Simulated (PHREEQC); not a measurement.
Copper plating or etch bath

A solution holds 0.019 mol/kgw Cu(BF4)2, 0.00091 mol/kgw H2SO4 and 0.24 mol/kgw NaCl, at 20 °C. Closed to the air; pH follows from the charge balance.

Equilibrium calculation in PHREEQC: ion-association model, wateq4f.dat.

This is a speciation only: nothing precipitates in the calculation.

Question: What pH, activity of water, ionic strength does the model give?

Answer: pH 2.60; activity of water 0.991; ionic strength 0.295 mol/kgw.

Question: In which forms is F present?

Answer: BF4- 90 %, BF3OH- 4.3 %, HF 3.2 %, F- 1.5 %, BF2(OH)2- 0.6 % of the F.

Real BF4- forms and hydrolyses slowly; the run takes it at equilibrium.
